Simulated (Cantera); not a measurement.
## Stirred combustor or abatement burner

A perfectly stirred reactor is fed with C2H4 : O2 : N2 : H2O = 1 : 7.5 : 28.2 : 4 (molar parts), equivalence ratio 0.40, at 100000 Pa; it is adiabatic with a 750 K inlet, and is followed from long to short residence time, starting on the burning branch (τ in s: 0.022, 0.0084, 0.0032, 0.0012, 0.00046, 0.00018, 6.6e-05, 2.5e-05, 9.6e-06).

Detailed kinetics in Cantera: GRI-Mech 3.0 (53 species, 325 reactions). GRI-Mech 3.0 was tuned for natural gas; its chemistry of ethylene as a main component is partial and can be far from experiment.

| τ (s) | T (K) | x C2H4 | x O2 | x H2O | x H2O2 | x NO |
|---|---|---|---|---|---|---|
| 0.022 | 1630 | 1.74e-5 | 0.111 | 0.146 | 2.24e-7 | 2.73e-6 |
| 0.0084 | 1620 | 3.05e-5 | 0.111 | 0.146 | 3.37e-7 | 2.18e-6 |
| 0.0032 | 1603 | 5.39e-5 | 0.111 | 0.145 | 5.06e-7 | 1.70e-6 |
| 0.0012 | 1574 | 0.000101 | 0.112 | 0.144 | 7.74e-7 | 1.37e-6 |
| 0.00046 | 1522 | 0.000214 | 0.115 | 0.143 | 1.24e-6 | 1.03e-6 |
| 0.00018 | 1417 | 0.000727 | 0.122 | 0.140 | 2.57e-6 | 3.49e-7 |
| 6.6e-5 | 750 | 0.0246 | 0.184 | 0.0983 | <1e-12 | <1e-12 |
| 2.5e-5 | 750 | 0.0246 | 0.184 | 0.0983 | <1e-12 | <1e-12 |
| 9.6e-6 | 750 | 0.0246 | 0.184 | 0.0983 | <1e-12 | <1e-12 |
x: mole fraction; the columns are a selection and need not sum to one.
